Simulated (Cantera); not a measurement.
Charge: 1 mol C₂H₄, 0.031 mol CO₂, 5.4 mol H₂, at 4.05 Torr.

Method: chemical equilibrium by Gibbs-energy minimisation in Cantera with the NASA 1993 tables (ideal gas, pure condensed phases). Candidate condensed phases: C, C₆H₆, C₇H₈, C₈H₁₈, H₂O; 110 gas species. Equilibrium is a limit: real reactors are often held back by kinetics, nucleation or transport.

### Question
At 1450 °C, list the 4 most abundant gas species with their mole fractions, and the condensed phases.

### Answer
H₂ 0.989, CO 0.00830, H 0.00247, C₂H₂ (acetylene) 8.95e-5. Condensed: C(graphite).
